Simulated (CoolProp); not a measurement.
CH3F (R41) along the isotherm 177 K: Z from the reference equation and from simpler models built on Tc = 317.3 K, pc = 5906 kPa, ω = 0.200; each cubic takes its own stable root.

The numbers come from the reference Helmholtz-energy equation of state, Lemmon 2006 in CoolProp. It is a short technical equation, of lower accuracy than the large ones.

```csv
p (kPa),phase,reference
923,liquid,0.02325
1850,liquid,0.04654
2770,liquid,0.06961
3690,liquid,0.09263
4610,liquid,0.1156
5540,liquid,0.1388
6460,liquid,0.1616
7380,liquid,0.1845
8310,liquid,0.2075
9230,liquid,0.2302
10200,liquid,0.2542
11100,liquid,0.2763
12000,liquid,0.2985
12900,liquid,0.3205
13800,liquid,0.3426
14800,liquid,0.3670
```

Task: How far does each simpler model (van der Waals, Peng-Robinson) lie from the reference over these 16 states: mean and median of the absolute difference, and the worst?

Result: 
- van der Waals: mean 87.6 %, median 87.4 %, worst +89.8 % at 177 K and 923 kPa
- Peng-Robinson: mean 12.1 %, median 12.1 %, worst +12.2 % at 177 K and 14800 kPa
